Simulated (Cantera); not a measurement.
## Pyrogenic steam for wet oxidation

An isothermal, constant-pressure homogeneous reactor starts with H2 : O2 : N2 = 1.8 : 1 : 0.51 (molar parts), at 975 K and 128 Torr.

Computed with Cantera and the H2/O2 subset of GRI-Mech 3.0, which has no nitrogen chemistry. The temperature is held fixed by assumption; the heat of reaction is taken as removed at once.

```json
[
 {"t (s)": "9.00e-6", "x H2": "0.544", "x O2": "0.302", "x H2O": "1.21e-11", "x HO2": "9.40e-11", "x H2O2": "<1e-12", "x OH": "2.37e-12"},
 {"t (s)": "6.84e-5", "x H2": "0.544", "x O2": "0.302", "x H2O": "2.21e-9", "x HO2": "1.09e-9", "x H2O2": "1.60e-12", "x OH": "7.45e-11"},
 {"t (s)": "0.000520", "x H2": "0.517", "x O2": "0.291", "x H2O": "0.0216", "x HO2": "4.84e-5", "x H2O2": "3.62e-7", "x OH": "0.000550"},
 {"t (s)": "0.00395", "x H2": "0.0127", "x O2": "0.0476", "x H2O": "0.729", "x HO2": "4.08e-5", "x H2O2": "4.60e-6", "x OH": "5.57e-5"},
 {"t (s)": "0.0300", "x H2": "0.00876", "x O2": "0.0457", "x H2O": "0.735", "x HO2": "3.04e-5", "x H2O2": "2.71e-5", "x OH": "2.22e-6"},
 {"t (s)": "0.228", "x H2": "0.00394", "x O2": "0.0434", "x H2O": "0.741", "x HO2": "2.16e-5", "x H2O2": "1.90e-5", "x OH": "1.62e-6"},
 {"t (s)": "1.73", "x H2": "0.000370", "x O2": "0.0417", "x H2O": "0.746", "x HO2": "4.56e-6", "x H2O2": "1.01e-6", "x OH": "4.13e-7"},
 {"t (s)": "13.2", "x H2": "1.84e-5", "x O2": "0.0415", "x H2O": "0.747", "x HO2": "3.35e-7", "x H2O2": "7.53e-9", "x OH": "7.19e-8"},
 {"t (s)": "100", "x H2": "2.03e-9", "x O2": "0.0415", "x H2O": "0.747", "x HO2": "5.80e-10", "x H2O2": "3.56e-11", "x OH": "9.97e-8"}
]
```
x: mole fraction; the columns are a selection and need not sum to one.

Equilibrium at this temperature and pressure: H2 3.64e-10, O2 0.0415, H2O 0.747, HO2 3.21e-10, H2O2 1.27e-10, OH 1.98e-7 (gas phase only).
